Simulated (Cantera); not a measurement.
**Thermodynamics of halide evaporation, hydrolysis and transport, feed BaF₂ + H₂**

Feed: 1 mol BaF₂, 4 mol H₂, equilibrated at 11.0 mbar.

Equilibrium computed with Cantera from the NASA thermochemical tables; the gas is ideal and each condensed phase is pure. Candidate condensed phases: Ba, BaF₂; 14 gas species. The numbers say what is thermodynamically allowed, not how fast it happens.

From 1600 °C to 2000 °C nothing is condensed. The main Ba-bearing gas is BaF₂ throughout.

```tsv
T (°C)	x H₂	x BaF₂	x HF	x H	x BaF	x Ba	x F
1600	0.771	0.170	0.0266	0.00540	0.0263	0.000152	4.42e-8
1650	0.765	0.165	0.0310	0.00786	0.0306	0.000221	9.45e-8
1700	0.758	0.160	0.0357	0.0112	0.0351	0.000315	1.94e-7
1750	0.749	0.154	0.0408	0.0157	0.0399	0.000441	3.85e-7
1800	0.739	0.148	0.0461	0.0216	0.0449	0.000605	7.36e-7
1850	0.727	0.141	0.0516	0.0292	0.0500	0.000818	1.36e-6
1900	0.713	0.134	0.0573	0.0389	0.0551	0.00109	2.45e-6
1950	0.697	0.127	0.0630	0.0510	0.0602	0.00142	4.28e-6
2000	0.679	0.120	0.0688	0.0660	0.0651	0.00183	7.29e-6
```
x: gas mole fraction; nothing condenses.
